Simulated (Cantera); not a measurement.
## Adiabatic ignition

An adiabatic, constant-pressure homogeneous reactor starts with CH4 : O2 : N2 : H2O = 1 : 2.25 : 8.45 : 1.3 (molar parts), at 1050 K and 1.00 bar.

Cantera simulation using GRI-Mech 3.0 (53 species, 325 reactions); the numbers are that mechanism's predictions, not measurements.

```json
[
 {"t (s)": "2.00e-6", "T (K)": "1050", "x CH4": "0.0769", "x O2": "0.173", "x H2O": "0.100", "x CH2O": "<1e-12", "x CH3": "4.75e-11", "x CH2": "<1e-12", "x C2H": "<1e-12"},
 {"t (s)": "6.32e-6", "T (K)": "1050", "x CH4": "0.0769", "x O2": "0.173", "x H2O": "0.100", "x CH2O": "<1e-12", "x CH3": "1.50e-10", "x CH2": "<1e-12", "x C2H": "<1e-12"},
 {"t (s)": "2.00e-5", "T (K)": "1050", "x CH4": "0.0769", "x O2": "0.173", "x H2O": "0.100", "x CH2O": "1.45e-12", "x CH3": "4.77e-10", "x CH2": "<1e-12", "x C2H": "<1e-12"},
 {"t (s)": "6.32e-5", "T (K)": "1050", "x CH4": "0.0769", "x O2": "0.173", "x H2O": "0.100", "x CH2O": "1.44e-11", "x CH3": "1.51e-9", "x CH2": "<1e-12", "x C2H": "<1e-12"},
 {"t (s)": "0.000200", "T (K)": "1050", "x CH4": "0.0769", "x O2": "0.173", "x H2O": "0.100", "x CH2O": "1.46e-10", "x CH3": "4.84e-9", "x CH2": "<1e-12", "x C2H": "<1e-12"},
 {"t (s)": "0.000632", "T (K)": "1050", "x CH4": "0.0769", "x O2": "0.173", "x H2O": "0.100", "x CH2O": "1.52e-9", "x CH3": "1.60e-8", "x CH2": "<1e-12", "x C2H": "<1e-12"},
 {"t (s)": "0.00200", "T (K)": "1050", "x CH4": "0.0769", "x O2": "0.173", "x H2O": "0.100", "x CH2O": "1.71e-8", "x CH3": "5.84e-8", "x CH2": "<1e-12", "x C2H": "<1e-12"},
 {"t (s)": "0.00632", "T (K)": "1050", "x CH4": "0.0769", "x O2": "0.173", "x H2O": "0.100", "x CH2O": "2.48e-7", "x CH3": "2.78e-7", "x CH2": "<1e-12", "x C2H": "<1e-12"},
 {"t (s)": "0.0200", "T (K)": "1050", "x CH4": "0.0769", "x O2": "0.173", "x H2O": "0.100", "x CH2O": "3.42e-6", "x CH3": "8.74e-7", "x CH2": "<1e-12", "x C2H": "<1e-12"},
 {"t (s)": "0.0632", "T (K)": "1050", "x CH4": "0.0769", "x O2": "0.173", "x H2O": "0.100", "x CH2O": "1.95e-5", "x CH3": "1.13e-6", "x CH2": "<1e-12", "x C2H": "<1e-12"},
 {"t (s)": "0.200", "T (K)": "1051", "x CH4": "0.0767", "x O2": "0.173", "x H2O": "0.100", "x CH2O": "0.000110", "x CH3": "2.02e-6", "x CH2": "<1e-12", "x C2H": "<1e-12"},
 {"t (s)": "0.632", "T (K)": "2398", "x CH4": "<1e-12", "x O2": "0.0214", "x H2O": "0.240", "x CH2O": "2.26e-11", "x CH3": "<1e-12", "x CH2": "<1e-12", "x C2H": "<1e-12"},
 {"t (s)": "2.00", "T (K)": "2398", "x CH4": "<1e-12", "x O2": "0.0214", "x H2O": "0.240", "x CH2O": "2.26e-11", "x CH3": "<1e-12", "x CH2": "<1e-12", "x C2H": "<1e-12"}
]
```
x: mole fraction; the columns are a selection and need not sum to one.

* **time of steepest temperature rise**: 0.496 s
* **temperature at 2.00 s**: 2398 K
* **equilibrium temperature**: 2398 K
* **x(CH4) at 2.00 s**: <1e-12 (gas-phase equilibrium <1e-12)
* **x(O2) at 2.00 s**: 0.0214 (gas-phase equilibrium 0.0214)
* **x(H2O) at 2.00 s**: 0.240 (gas-phase equilibrium 0.240)
